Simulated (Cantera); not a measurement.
Equilibrium for carbothermic reduction: CuO + CH4 + N2

Charge: 1 mol CuO, 2.2 mol CH4, 0.37 mol N2, held at 94000 Pa.

These are equilibrium values from Cantera (NASA tables, ideal gas, pure condensed phases), not measurements of a reactor. Candidate condensed phases: C, C6H6, C7H8, C8H18, Cu, CuO, Cu(OH)2, Cu2O, H2O; 139 gas species. The numbers say what is thermodynamically allowed, not how fast it happens.

| T (K) | log p H2 | log p CO | log p N2 | log p CH4 | log p H2O | log p HCN | n C(graphite) | n Cu(s) | n Cu(l) |
|---|---|---|---|---|---|---|---|---|---|
| 1300 | -0.15 | -0.79 | -1.22 | -2.40 | -2.98 | -4.37 | 1.18 | 1.000 | 0 |
| 1350 | -0.15 | -0.79 | -1.22 | -2.53 | -3.18 | -4.17 | 1.19 | 1.000 | 0 |
| 1400 | -0.15 | -0.79 | -1.22 | -2.66 | -3.36 | -3.99 | 1.19 | 0 | 1.000 |
| 1450 | -0.15 | -0.79 | -1.22 | -2.77 | -3.54 | -3.82 | 1.19 | 0 | 1.000 |
| 1500 | -0.15 | -0.79 | -1.22 | -2.88 | -3.70 | -3.66 | 1.19 | 0 | 1.000 |
| 1550 | -0.15 | -0.79 | -1.22 | -2.98 | -3.85 | -3.51 | 1.19 | 0 | 1.000 |
| 1600 | -0.15 | -0.79 | -1.22 | -3.08 | -3.99 | -3.37 | 1.19 | 0 | 1.000 |
log p: log10 of the partial pressure in bar; n: condensed amount in mol.

From 1300 K to 1350 K the condensed part is C(graphite) + Cu(s). From 1400 K to 1600 K the condensed part is C(graphite) + Cu(l). The main Cu-bearing gas is Cu throughout.
